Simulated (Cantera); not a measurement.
A freely propagating, adiabatic, planar premixed flame of CO : H₂ : CH₄ : O₂ : N₂ = 1 : 0.5 : 0.038 : 0.751 : 2.48 (molar parts), equivalence ratio 1.1, unburnt at 550 K and 1.00 bar; mixture-averaged transport, grid criteria slope 0.08 and curve 0.16, no radiation.

Cantera simulation using GRI-Mech 3.0 (53 species, 325 reactions); the numbers are that mechanism's predictions, not measurements. Burning velocities carry a grid error of a few per cent, more on coarse grids.

Question: Predict: laminar burning velocity; thermal thickness.

Answer: 
- laminar burning velocity: 316 cm/s
- thermal thickness: 0.476 mm
